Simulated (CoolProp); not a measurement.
Cyclohexane at several states: density (kg/m³) from the reference equation and from simpler models built on Tc = 553.6 K, pc = 4081 kPa, ω = 0.209; each cubic takes its own stable root.

Computed with CoolProp (reference Helmholtz-energy equation of state, Zhou 2014).

```tsv
T (K)	p (kPa)	phase	reference
527.8	88.9	gas	1.720
545.5	3200	gas	98.62
530.6	1010	gas	21.51
361.1	5630	liquid	719.5
```

Task: How far does each simpler model (Redlich-Kwong, Peng-Robinson) lie from the reference over these 4 states: mean and median of the absolute difference, and the worst?

Result: 
- Redlich-Kwong: mean 2.8 %, median 1.6 %, worst -8.1 % at 361.1 K and 5630 kPa
- Peng-Robinson: mean 2.3 %, median 1.6 %, worst +6.1 % at 361.1 K and 5630 kPa
